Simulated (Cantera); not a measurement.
## Thermodynamics of aluminium nitride and oxide growth, feed Al(CH3)3 + N2 + H2

Input: 1 mol Al(CH3)3, 1.6 mol N2, 55 mol H2.

These are equilibrium values from Cantera (NASA tables, ideal gas, pure condensed phases), not measurements of a reactor. Candidate condensed phases: Al, AlN, C, C6H6, C7H8, C8H18; 97 gas species. The feed counts by its element totals alone. Kinetics and transport are ignored.

Stable condensed phases:

```
T in K \ P in Pa
             10     25     63    160    400   1000   2500   6300  16000  40000 100000
   1550       A      A      A      A      A      A      A      A      A      A      A
   1500       A      A      A      A      A      A      A      A      A      A      A
   1450       A      A      A      A      A      A      A      A      A      A      A
   1400       A      A      A      A      A      A      A      A      A      A      A
   1350       A      A      A      A      A      A      A      A      A      A      A
   1300       A      A      A      A      A      A      A      A      A      A      A
   1250       A      A      A      A      A      A      A      A      A      A      A
   1200       A      A      A      A      A      A      A      A      A      A      A
   1150       A      A      A      A      A      A      A      A      A      A      A
   1100       A      A      A      A      A      A      A      A      A      A      A
   1050       A      A      A      A      A      A      A      A      A      A      A
   1000       A      A      A      A      A      A      A      A      A      A      B
    950       A      A      A      A      A      A      A      A      A      B      B
    900       A      A      A      A      A      A      A      A      A      B      B
```

A: AlN + C; B: AlN.
